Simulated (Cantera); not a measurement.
An adiabatic, constant-volume homogeneous reactor starts with 6.90 % CH4, 0.490 % CO, 19.5 % O2, 73.1 % N2, at 1200 K and 728 Torr.

Cantera simulation using GRI-Mech 3.0 (53 species, 325 reactions); the numbers are that mechanism's predictions, not measurements.

### Question
Predict: time of steepest temperature rise; temperature at 0.200 s; equilibrium temperature; x(CO) at 0.200 s; x(O2) at 0.200 s; x(H2) at 0.200 s; x(CO2) at 0.200 s; x(OH) at 0.200 s.

### Answer
```json
{
 "time_of_steepest_temperature_rise": "39.2 ms",
 "temperature at 0.200 s": "2668 K",
 "equilibrium_temperature": "2668 K",
 "x(CO) at 0.200 s": "0.0148 (gas-phase equilibrium 0.0148)",
 "x(O2) at 0.200 s": "0.0509 (gas-phase equilibrium 0.0509)",
 "x(H2) at 0.200 s": "0.00470 (gas-phase equilibrium 0.00470)",
 "x(CO2) at 0.200 s": "0.0579 (gas-phase equilibrium 0.0579)",
 "x(OH) at 0.200 s": "0.0151 (gas-phase equilibrium 0.0151)"
}
```
